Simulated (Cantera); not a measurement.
A Cantera script and its output.

```python
import numpy as np
import cantera as ct

gas = ct.Solution("h2o2.yaml")


def delay(T, t_max=10):
    gas.TPX = T, 1000000, {'H2': 1, 'O2': 0.32, 'N2': 1.6}
    reactor = ct.IdealGasReactor(gas, clone=False)
    net = ct.ReactorNet([reactor])
    net.rtol, net.atol = 1e-8, 1e-16
    while net.time < t_max:
        t_old, T_old = net.time, reactor.T
        net.step()
        if reactor.T > T + 400:  # ignition: a rise of 400 K
            return t_old + (T + 400 - T_old) / (reactor.T - T_old) * (net.time - t_old)
    return np.nan


taus = []
for T in [1073, 1123, 1173, 1223, 1273, 1323, 1373, 1423, 1473]:
    taus.append(delay(T))
    print(f"T0 = {T:6g} K   tau = {taus[-1]:.4e} s")

# d ln(tau) / d ln(k), from doubling and halving each rate constant
T, sens = 1423, []
for i in range(gas.n_reactions):
    gas.set_multiplier(2.0, i)
    up = delay(T)
    gas.set_multiplier(0.5, i)
    down = delay(T)
    gas.set_multiplier(1.0, i)
    sens.append((np.log(up / down) / np.log(4.0), gas.reaction(i).equation))
sens.sort(key=lambda x: -abs(x[0]))
print(f"sensitivities at {T} K")
for s, eq in sens[:10]:
    print(f"{s:8.3f}  {eq}")
```

Output:

```
T0 =   1073 K   tau = 1.4466e-03 s
T0 =   1123 K   tau = 4.6815e-04 s
T0 =   1173 K   tau = 1.3550e-04 s
T0 =   1223 K   tau = 3.0091e-05 s
T0 =   1273 K   tau = 8.6363e-06 s
T0 =   1323 K   tau = 4.7032e-06 s
T0 =   1373 K   tau = 3.1939e-06 s
T0 =   1423 K   tau = 2.3904e-06 s
T0 =   1473 K   tau = 1.8910e-06 s
sensitivities at 1423 K
  -1.003  H + O2 <=> O + OH
   0.158  H + O2 + M <=> HO2 + M
   0.148  H + O2 + N2 <=> HO2 + N2
  -0.129  H2 + O <=> H + OH
  -0.072  H2 + OH <=> H + H2O
  -0.051  H + HO2 <=> H2 + O2
  -0.049  H + HO2 <=> 2 OH
   0.023  H + O2 + O2 <=> HO2 + O2
  -0.009  H + O2 + H2O <=> HO2 + H2O
  -0.009  H + H2O2 <=> H2 + HO2
```

Model: the H2/O2 subset of GRI-Mech 3.0, which has no nitrogen chemistry, integrated in Cantera. The hydrogen kinetics of GRI-Mech 3.0 are dated; newer H2 mechanisms differ, most at raised pressure.
